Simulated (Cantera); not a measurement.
Equilibrium for carbothermic reduction: Cu₂O + CH₄ + CO

Feed: 1 mol Cu₂O, 2 mol CH₄, 0.49 mol CO, at 2075 K and 4.30 bar.

Equilibrium computed with Cantera from the NASA thermochemical tables; the gas is ideal and each condensed phase is pure. Candidate condensed phases: C, C₆H₆, C₇H₈, C₈H₁₈, Cu, CuO, Cu(OH)₂, Cu₂O, H₂O; 113 gas species. The numbers say what is thermodynamically allowed, not how fast it happens.

```yaml
x(H₂): 0.724
x(CO): 0.271
x(Cu): 0.00196
x(H): 0.00109
x(C₂H₂ (acetylene)): 0.000899
x(CH₄): 0.000791
x(H₂O): 7.42e-5
x(CH₃): 2.34e-5
x(C₂H₄): 1.26e-5
n(C(graphite)): 0.986 mol
n(Cu(l)): 1.99 mol
gas_amount: 5.499 mol
```
